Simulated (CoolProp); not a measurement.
A Linde-Hampson liquefier for ethylene: isothermal reversible compression at 320 K from 1 atm to 10 MPa, throttling to 1 atm, return gas leaving the recuperator 10 K below the feed. Each further row changes one setting.

Computed with CoolProp (reference Helmholtz-energy equation of state, Smukala 2000).

| case | liquid yield per pass | compression work (kJ/kg of gas) |
|---|---|---|
| as stated | 0.304 | 386 |
| high pressure 20 MPa | 0.403 | 418 |
| warm-end temperature 350 K | 0.182 | 440 |
| warm-end gap 15 K | 0.296 | 386 |
